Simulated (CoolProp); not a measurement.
Vapour-liquid equilibrium of nitrogen (1) + carbon monoxide (2) at -191.25 °C; x and y are mole fractions of (1).

Computed with CoolProp (multi-fluid Helmholtz-energy mixture model, Span 2000 and Lemmon 2006; pair parameters Gernert 2013).

```csv
x,bubble pressure (kPa),y at the bubble point,dew pressure at overall composition x (kPa),liquid density (mol/L)
0.05,108.1,0.081,106.7,28.26
0.15,115.6,0.228,111.5,28.22
0.25,122.9,0.356,116.8,28.18
0.35,129.9,0.468,122.5,28.14
0.45,[?],0.568,128.7,28.11
0.55,143.0,0.657,[?],28.08
0.65,[?],0.740,142.5,28.05
0.75,154.8,0.817,149.9,28.04
0.85,160.2,[?],157.3,28.02
0.95,165.3,0.963,164.4,28.02
```

Task: What belongs in the gaps?

Result: 
- 0.45, bubble pressure (kPa): 136.6
- 0.55, dew pressure at overall composition x (kPa): 135.4
- 0.65, bubble pressure (kPa): 149.1
- 0.85, y at the bubble point: 0.891

No azeotrope shows between x = 0.05 and 0.95.

The pair parameters rest on a limited set of measurements; away from them the model extrapolates.
